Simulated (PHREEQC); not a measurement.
# Acid mine or pickling water (model solution)

Model water analysis in mmol/kgw, 20 °C, pH 3.65: Na 163; K 9.62; Ca 17.2; Mg 36.2; Cl 87.2; S(6) 94.8; Mn(2) 0.0306; B 5.06.

Valence states are taken as typed.

Equilibrium calculation in PHREEQC: Pitzer model, pitzer.dat.

Precipitation was switched off in this run.

What activity of water, specific conductance, density does the model give?

activity of water 0.994; specific conductance 20000 µS/cm; density 1.014 g/cm³.

The solution is supersaturated, for example in Gypsum, so a real one may precipitate; this is no full list.
